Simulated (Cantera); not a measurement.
A freely propagating, adiabatic, planar premixed flame of 4.04 % C3H8, 16.8 % O2, 79.1 % N2, equivalence ratio 1.2, unburnt at 450 K and 10.0 bar; mixture-averaged transport, grid criteria slope 0.08 and curve 0.16, no radiation.

Computed with Cantera and GRI-Mech 3.0 (53 species, 325 reactions). GRI-Mech 3.0 was tuned for natural gas; its chemistry of propane as a main component is partial and can be far from experiment. Burning velocities carry a grid error of a few per cent, more on coarse grids.

x: mole fraction of selected species; z is measured from the peak of heat release.

```json
[
 {"z (mm)": "-0.236", "T (K)": "451", "u (m/s)": "0.251", "x C3H8": "0.0403", "x O2": "0.168", "x CH4": "[?]", "x H2O": "0.000153", "x NO": "<1e-8", "x O": "<1e-8"},
 {"z (mm)": "-0.157", "T (K)": "457", "u (m/s)": "0.255", "x C3H8": "0.0402", "x O2": "0.167", "x CH4": "[?]", "x H2O": "0.00118", "x NO": "<1e-8", "x O": "<1e-8"},
 {"z (mm)": "-0.118", "T (K)": "480", "u (m/s)": "0.269", "x C3H8": "0.0400", "x O2": "0.165", "x CH4": "[?]", "x H2O": "0.00441", "x NO": "4.79e-8", "x O": "<1e-8"},
 {"z (mm)": "-0.0787", "T (K)": "600", "u (m/s)": "0.340", "x C3H8": "0.0385", "x O2": "0.153", "x CH4": "[?]", "x H2O": "0.0183", "x NO": "4.30e-7", "x O": "<1e-8"},
 {"z (mm)": "-0.0394", "T (K)": "1044", "u (m/s)": "0.609", "x C3H8": "0.0259", "x O2": "0.107", "x CH4": "[?]", "x H2O": "0.0594", "x NO": "5.26e-6", "x O": "1.41e-7"},
 {"z (mm)": "-0.0197", "T (K)": "1422", "u (m/s)": "0.849", "x C3H8": "0.00904", "x O2": "0.0670", "x CH4": "[?]", "x H2O": "0.0904", "x NO": "1.30e-5", "x O": "8.58e-6"},
 {"z (mm)": "0", "T (K)": "1785", "u (m/s)": "1.08", "x C3H8": "0.000139", "x O2": "0.0274", "x CH4": "[?]", "x H2O": "0.118", "x NO": "2.41e-5", "x O": "0.000125"},
 {"z (mm)": "0.0197", "T (K)": "1954", "u (m/s)": "1.18", "x C3H8": "2.13e-8", "x O2": "0.00849", "x CH4": "[?]", "x H2O": "0.129", "x NO": "4.07e-5", "x O": "0.000222"},
 {"z (mm)": "0.0394", "T (K)": "2010", "u (m/s)": "1.21", "x C3H8": "<1e-8", "x O2": "0.00272", "x CH4": "[?]", "x H2O": "0.132", "x NO": "5.35e-5", "x O": "0.000198"},
 {"z (mm)": "0.0787", "T (K)": "2046", "u (m/s)": "1.23", "x C3H8": "<1e-8", "x O2": "0.000550", "x CH4": "[?]", "x H2O": "0.132", "x NO": "6.29e-5", "x O": "9.77e-5"},
 {"z (mm)": "0.157", "T (K)": "2068", "u (m/s)": "1.24", "x C3H8": "<1e-8", "x O2": "0.000118", "x CH4": "[?]", "x H2O": "0.132", "x NO": "6.70e-5", "x O": "2.93e-5"},
 {"z (mm)": "0.315", "T (K)": "2079", "u (m/s)": "1.25", "x C3H8": "<1e-8", "x O2": "2.57e-5", "x CH4": "<1e-8", "x H2O": "0.133", "x NO": "6.83e-5", "x O": "6.60e-6"},
 {"z (mm)": "0.630", "T (K)": "2084", "u (m/s)": "1.25", "x C3H8": "<1e-8", "x O2": "5.58e-6", "x CH4": "<1e-8", "x H2O": "0.133", "x NO": "6.83e-5", "x O": "1.49e-6"}
]
```

Q: Complete the blanks.

A: 
- -0.236, x CH4: 3.52e-6
- -0.157, x CH4: 2.96e-5
- -0.118, x CH4: 0.000120
- -0.0787, x CH4: 0.000562
- -0.0394, x CH4: 0.00217
- -0.0197, x CH4: 0.00335
- 0, x CH4: 0.00224
- 0.0197, x CH4: 0.000423
- 0.0394, x CH4: 5.60e-5
- 0.0787, x CH4: 1.90e-6
- 0.157, x CH4: 3.81e-8
